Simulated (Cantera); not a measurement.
Equilibrium for calcination and drying: Ca(OH)2 + C + CO2

Feed: 1 mol Ca(OH)2, 0.28 mol C, 0.092 mol CO2, equilibrated at 1598 K and 6.23 Torr.

These are equilibrium values from Cantera (NASA tables, ideal gas, pure condensed phases), not measurements of a reactor. Candidate condensed phases: C, C6H6, C7H8, C8H18, Ca, CaCO3, CaO, Ca(OH)2, H2O; 115 gas species. Kinetics and transport are ignored.

```
Item                                        Value
--------------------------------------  ---------
x(H2O)                                      0.484
x(H2)                                       0.245
x(CO)                                       0.163
x(CO2)                                      0.108
x(H)                                     0.000289
x(OH)                                     2.23e-5
n(CaO(s))                               1.000 mol
gas amount                              1.372 mol
log10 activity of C(graphite) (absent)      -6.22
log10 activity of Ca(l) (absent)           -10.29
```
